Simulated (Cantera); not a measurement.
Mixture: CO : H₂ : O₂ : N₂ = 1 : 1.2 : 0.688 : 2.82 (molar parts), equivalence ratio 1.6, at 0.888 atm, adiabatic and at constant volume. Ignition delay is the time to a rise of 400 K.

Computed with Cantera and GRI-Mech 3.0 (53 species, 325 reactions). Where the delays flatten at high temperature, the 400 K rule measures the pace of heat release, not the induction time.

### Question
What does this change do: pressure from 0.888 atm to 12.8 atm?

### Answer
```
quantity          before     after
---------------  -------  --------
delay at 1225 K  54.6 µs   20.8 µs
delay at 1425 K  27.1 µs   2.01 µs
delay at 1625 K  19.9 µs  0.914 µs
delay at 1825 K  19.9 µs  0.578 µs
delay at 2025 K  24.0 µs  0.439 µs
```
The hydrogen kinetics of GRI-Mech 3.0 are dated; newer H2 mechanisms differ, most at raised pressure. The pressure lies above the range GRI-Mech 3.0 was tuned for (to about 10 atm).

### Question
What does this change do: CO 1 to 1.5 parts?

### Answer
| quantity | before | after |
|---|---|---|
| delay at 1225 K | 54.6 µs | 58.9 µs |
| delay at 1425 K | 27.1 µs | 29.4 µs |
| delay at 1625 K | 19.9 µs | 21.6 µs |
| delay at 1825 K | 19.9 µs | 21.8 µs |
| delay at 2025 K | 24.0 µs | 26.5 µs |
